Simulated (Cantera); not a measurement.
A closed system holds: 1 mol Ta2O5, 4.8 mol C, 0.23 mol CO, equilibrated at 1875 K and 87000 Pa.

Equilibrium computed with Cantera from the NASA thermochemical tables; the gas is ideal and each condensed phase is pure. Candidate condensed phases: C, Ta, TaC, Ta2O5; 15 gas species. Mutual solubility and eutectic melting of coexisting phases are not modelled. TaC: taken at fixed stoichiometry. Condensed phases not in the tables: Ta2C. Rates play no part.

Base state: CO 0.998, CO2 0.00195 (mole fractions); condensed: TaC(s) + Ta2O5(s).

Q: What changes in the equilibrium state with this change: pressure from 87000 Pa to 48.0 Pa?

A: 
```csv
species,before,after
CO,0.998,0.999
CO2,0.00195,0.000248
TaO2,4.21e-8,0.000214
TaO,1.04e-9,4.16e-5
"TaC(s), mol",1.37,0
"Ta2O5(s), mol",0.313,0.0393
"Ta(s), mol",0,1.92
```
Condensed phases not in the tables: Ta2C, N, O or C dissolved in the metal.

Q: What changes in the equilibrium state with this change: 0.0044 mol H2O added?

A: 
```csv
species,before,after
CO,0.998,0.997
CO2,0.00195,0.00195
H2,0,0.00118
H,0,2.41e-5
"TaC(s), mol",1.37,1.37
"Ta2O5(s), mol",0.313,0.314
```
Further candidate phases: C6H6, C7H8, C8H18, H2O.

Q: What changes in the equilibrium state with this change: Ta2O5 replaced by Fe2O3?

A: 
```json
[
 {"species": "CO", "before": "0.998", "after": "1.000"},
 {"species": "Fe", "before": "0", "after": "9.32e-5"},
 {"species": "CO2", "before": "0.00195", "after": "4.22e-5"},
 {"species": "TaC(s), mol", "before": "1.37", "after": "0"},
 {"species": "Ta2O5(s), mol", "before": "0.313", "after": "0"},
 {"species": "C(graphite), mol", "before": "0", "after": "1.80"},
 {"species": "Fe(l), mol", "before": "0", "after": "2.00"}
]
```
Iron dissolves carbon and melts from about 1420 K in contact with it, which pure phases cannot show. Condensed phases not in the tables: cementite and carbon dissolved in iron. Further candidate phases: Fe, Fe(CO)5, FeO, Fe2O3, Fe3O4.
